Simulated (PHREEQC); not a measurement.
Dissolve 0.0011 mol NH4HS, 0.015 mol NaHCO3 and 0.00015 mol MnCl2 per kg of water at 75 °C. Closed to the air; pH follows from the charge balance.

All values are PHREEQC results (ion-association model, wateq4f.dat), not measurements.

```
quantity                   before    after
------------------------  -------  -------
pH                           7.67     7.84
ionic strength (mol/kgw)   0.0158   0.0150
Mn+2 (mol/kgw)            3.94e-5  3.08e-5
MnOH+ (mol/kgw)           1.06e-6  1.23e-6
MnCl+ (mol/kgw)           2.84e-8  2.24e-8
```

Question: What was changed between the two runs?
(A) NaHCO3 from 0.015 to 0.03 mol/kgw
(B) diluted 5-fold with water
(C) NaHCO3 left out
(D) NH4HS replaced by NH4F at the same molality
(E) NH4HS left out

Answer: E, NH4HS left out

No solid was allowed to form. Some of these states are supersaturated (in Rhodochrosite, for instance). Constants without temperature data keep their 25 °C values here.
